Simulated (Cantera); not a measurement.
A closed system holds: 1 mol Si, 0.067 mol H2O, 6.7 mol H2, equilibrated at 57.0 mbar.

These are equilibrium values from Cantera (NASA tables, ideal gas, pure condensed phases), not measurements of a reactor. Candidate condensed phases: H2O, Si, SiO2; 18 gas species. Mutual solubility and eutectic melting of coexisting phases are not modelled. The tables hold silica as quartz up to 1696 K and as liquid above; real silica turns to tridymite and cristobalite and melts near 1996 K. Equilibrium is a limit: real reactors are often held back by kinetics, nucleation or transport. All values below are at 1075 °C.

Base state: H2 1.000, SiO 0.000414 (mole fractions); condensed: Si(s) + SiO2(β-quartz).

Problem. What changes in the equilibrium state with this change: pressure from 57.0 mbar to 3.60 mbar?

Solution. 
```
species                before    after
-------------------  --------  -------
H2                      1.000    0.993
SiO                  0.000414  0.00655
H                     9.69e-6  3.84e-5
Si(s), mol              0.965    0.944
SiO2(β-quartz), mol    0.0321   0.0112
```
